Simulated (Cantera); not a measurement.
Input: 1 mol Fe2O3, 6.8 mol C, 1.1 mol H2, at 927 °C and 19.0 Pa.

Method: chemical equilibrium by Gibbs-energy minimisation in Cantera with the NASA 1993 tables (ideal gas, pure condensed phases). Candidate condensed phases: C, C6H6, C7H8, C8H18, Fe, Fe(CO)5, FeO, Fe(OH)2, Fe(OH)3, Fe2O3, Fe3O4, H2O; 114 gas species. Condensed phases not in the tables: cementite and carbon dissolved in iron. Kinetics and transport are ignored.

Base state: CO 0.732, H2 0.268 (mole fractions); condensed: C(graphite) + Fe(γ).

Problem. What changes in the equilibrium state with this change: pressure from 19.0 Pa to 0.100 bar?

Solution. 
| species | before | after |
|---|---|---|
| CO | 0.732 | 0.730 |
| H2 | 0.268 | 0.268 |
| CO2 | 1.92e-6 | 0.00101 |
| H2O | 9.68e-7 | 0.000508 |
| CH4 | 2.16e-7 | 0.000113 |
| C(graphite), mol | 3.80 | 3.81 |
| Fe(γ), mol | 2.00 | 2.00 |
